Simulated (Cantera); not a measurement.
# Hydrocarbon pyrolysis for carbon deposition

A perfectly stirred reactor is fed with C3H8 : H2 : H2O = 1 : 2.9 : 0.027 (molar parts), at 0.360 Torr; it is held at 1948 K, and followed from long to short residence time.

Cantera simulation using GRI-Mech 3.0 (53 species, 325 reactions); the numbers are that mechanism's predictions, not measurements. GRI-Mech 3.0 was tuned for natural gas; its chemistry of propane as a main component is partial and can be far from experiment. GRI-Mech 3.0 stops at C3 and has no aromatics, soot or wall deposition, so with more carbon than oxygen in the feed, carbon stays in small species such as C2H2 where larger ones or solid carbon would form. Radical loss at walls, strong at low pressure, is not modelled.

```json
[
 {"τ (s)": "1.1", "x C3H8": "7.95e-5", "x H2": "0.741", "x CH4": "0.0391", "x H": "0.00691", "x C2H6": "1.17e-5", "x CH2": "3.54e-5", "x C2H": "2.90e-5"},
 {"τ (s)": "0.48", "x C3H8": "0.000181", "x H2": "0.726", "x CH4": "0.0557", "x H": "0.00717", "x C2H6": "2.56e-5", "x CH2": "4.56e-5", "x C2H": "2.96e-5"},
 {"τ (s)": "0.21", "x C3H8": "0.000410", "x H2": "0.707", "x CH4": "0.0760", "x H": "0.00753", "x C2H6": "5.35e-5", "x CH2": "5.84e-5", "x C2H": "3.02e-5"},
 {"τ (s)": "0.090", "x C3H8": "0.000950", "x H2": "0.683", "x CH4": "0.0998", "x H": "0.00796", "x C2H6": "0.000110", "x CH2": "7.50e-5", "x C2H": "3.03e-5"},
 {"τ (s)": "0.039", "x C3H8": "0.00219", "x H2": "0.657", "x CH4": "0.123", "x H": "0.00837", "x C2H6": "0.000215", "x CH2": "9.55e-5", "x C2H": "2.90e-5"},
 {"τ (s)": "0.017", "x C3H8": "0.00503", "x H2": "0.630", "x CH4": "0.142", "x H": "0.00867", "x C2H6": "0.000412", "x CH2": "0.000121", "x C2H": "2.53e-5"},
 {"τ (s)": "0.0072", "x C3H8": "0.0120", "x H2": "0.608", "x CH4": "0.148", "x H": "0.00865", "x C2H6": "0.000800", "x CH2": "0.000152", "x C2H": "1.81e-5"},
 {"τ (s)": "0.0031", "x C3H8": "0.0285", "x H2": "0.600", "x CH4": "0.132", "x H": "0.00790", "x C2H6": "0.00150", "x CH2": "0.000180", "x C2H": "8.70e-6"},
 {"τ (s)": "0.0013", "x C3H8": "0.0674", "x H2": "0.620", "x CH4": "0.0870", "x H": "0.00606", "x C2H6": "0.00249", "x CH2": "0.000181", "x C2H": "1.92e-6"}
]
```
x: mole fraction; the columns are a selection and need not sum to one.
